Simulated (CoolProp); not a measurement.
Vapour-liquid equilibrium of n-octane (1) + p-xylene (2) at 0.209 bar; x and y are mole fractions of (1).

Computed with CoolProp (multi-fluid Helmholtz-energy mixture model, Beckmüller 2019 and Zhou 2012; pair parameters Bell 2016).

```json
[
 {"x": "0.05", "bubble temperature (°C)": "86.5", "y at the bubble point": "0.091", "dew temperature at overall composition x (°C)": "87.1", "liquid density (mol/L)": "7.435"},
 {"x": "0.2", "bubble temperature (°C)": "83.6", "y at the bubble point": "0.302", "dew temperature at overall composition x (°C)": "85.0", "liquid density (mol/L)": "7.115"},
 {"x": "0.35", "bubble temperature (°C)": "[?]", "y at the bubble point": "0.460", "dew temperature at overall composition x (°C)": "83.0", "liquid density (mol/L)": "6.816"},
 {"x": "0.5", "bubble temperature (°C)": "80.1", "y at the bubble point": "[?]", "dew temperature at overall composition x (°C)": "81.1", "liquid density (mol/L)": "6.536"},
 {"x": "0.65", "bubble temperature (°C)": "78.9", "y at the bubble point": "[?]", "dew temperature at overall composition x (°C)": "79.5", "liquid density (mol/L)": "6.276"},
 {"x": "0.8", "bubble temperature (°C)": "78.0", "y at the bubble point": "0.835", "dew temperature at overall composition x (°C)": "78.3", "liquid density (mol/L)": "6.034"},
 {"x": "0.95", "bubble temperature (°C)": "77.3", "y at the bubble point": "0.958", "dew temperature at overall composition x (°C)": "77.3", "liquid density (mol/L)": "5.807"}
]
```

Question: Fill in the missing entries.

Answer: 
- 0.35, bubble temperature (°C): 81.6
- 0.5, y at the bubble point: 0.592
- 0.65, y at the bubble point: 0.715

No azeotrope shows between x = 0.05 and 0.95.

The pair parameters rest on a limited set of measurements; away from them the model extrapolates.
